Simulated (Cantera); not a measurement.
Mixture: CH4 : O2 : N2 = 1 : 1.43 : 5.37 (molar parts), equivalence ratio 1.4, at 1.01 bar, adiabatic and at constant pressure. Ignition delay is the time to a rise of 400 K.

Detailed kinetics in Cantera: GRI-Mech 3.0 (53 species, 325 reactions).

### Question
What does this change do: constant volume in place of constant pressure?

### Answer
```tsv
quantity	before	after
delay at 1125 K	0.166 s	0.158 s
delay at 1225 K	38.3 ms	36.1 ms
delay at 1325 K	10.1 ms	9.47 ms
delay at 1425 K	3.03 ms	2.83 ms
delay at 1525 K	1.03 ms	0.968 ms
apparent activation energy between 1475 and 1575 K	190 kJ/mol	190 kJ/mol
```

### Question
What does this change do: N2 5.37 to 7.9 parts?

### Answer
| quantity | before | after |
|---|---|---|
| delay at 1125 K | 0.166 s | 0.239 s |
| delay at 1225 K | 38.3 ms | 55.4 ms |
| delay at 1325 K | 10.1 ms | 14.6 ms |
| delay at 1425 K | 3.03 ms | 4.30 ms |
| delay at 1525 K | 1.03 ms | 1.43 ms |
| apparent activation energy between 1475 and 1575 K | 190 kJ/mol | 200 kJ/mol |
